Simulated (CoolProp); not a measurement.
Vapour-liquid equilibrium of n-heptane (1) + p-xylene (2) at 0.0386 MPa; x and y are mole fractions of (1).

Computed with CoolProp (multi-fluid Helmholtz-energy mixture model, Span 2003 and Zhou 2012; pair parameters Bell 2016).

Give the bubble temperature and the first vapour's composition at x = 0.65, 0.8, 0.95. Is there an azeotrope?

x = 0.65: 349.1 K, y = 0.860; x = 0.8: 345.7 K, y = 0.925; x = 0.95: 342.7 K, y = 0.982. No azeotrope shows between x = 0.05 and 0.95.

Pair parameters are fitted to limited data, so mixtures are less certain than the pure fluids.
